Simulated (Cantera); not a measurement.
Cantera run, input and output.

```python
import numpy as np
import cantera as ct

gas = ct.Solution("gri30.yaml")


def delay(T, t_max=10):
    gas.TPX = T, 420000, {'CH4': 1, 'H2': 1.4, 'O2': 5.09, 'N2': 19.2, 'CO2': 0.78}
    reactor = ct.IdealGasConstPressureReactor(gas, clone=False)
    net = ct.ReactorNet([reactor])
    net.rtol, net.atol = 1e-8, 1e-16
    while net.time < t_max:
        t_old, T_old = net.time, reactor.T
        net.step()
        if reactor.T > T + 400:  # ignition: a rise of 400 K
            return t_old + (T + 400 - T_old) / (reactor.T - T_old) * (net.time - t_old)
    return np.nan


taus = []
for T in [973, 1023, 1073, 1123, 1173, 1223]:
    taus.append(delay(T))
    print(f"T0 = {T:6g} K   tau = {taus[-1]:.4e} s")
```

It prints:

```
T0 =    973 K   tau = 4.2247e-02 s
T0 =   1023 K   tau = 9.4947e-03 s
T0 =   1073 K   tau = 2.1047e-03 s
T0 =   1123 K   tau = 6.2983e-04 s
T0 =   1173 K   tau = 2.8549e-04 s
T0 =   1223 K   tau = 1.6018e-04 s
```

Computed with Cantera and GRI-Mech 3.0 (53 species, 325 reactions). Below about 1000 K GRI-Mech 3.0 lacks low-temperature oxidation paths.
